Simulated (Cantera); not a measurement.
Input: 1 mol C2H6, 0.54 mol NH3, 0.8 mol H2, at 1 atm.

Equilibrium computed with Cantera from the NASA thermochemical tables; the gas is ideal and each condensed phase is pure. Candidate condensed phases: C, C6H6, C7H8, C8H18; 92 gas species. Kinetics and transport are ignored.

What share of the C ends up in condensed phases as a function of T (K), at 1175, 1275, 1375, 1475, 1575, 1675, 1775, 1875, 1975, 2075, 2175, 2275, 2375, 2475?


```csv
T (K),C condensed (%),as
1175,96.0,C(graphite)
1275,98.0,C(graphite)
1375,98.9,C(graphite)
1475,99.3,C(graphite)
1575,99.5,C(graphite)
1675,99.5,C(graphite)
1775,99.4,C(graphite)
1875,99.2,C(graphite)
1975,98.8,C(graphite)
2075,98.2,C(graphite)
2175,97.3,C(graphite)
2275,96.0,C(graphite)
2375,94.2,C(graphite)
2475,91.8,C(graphite)
```
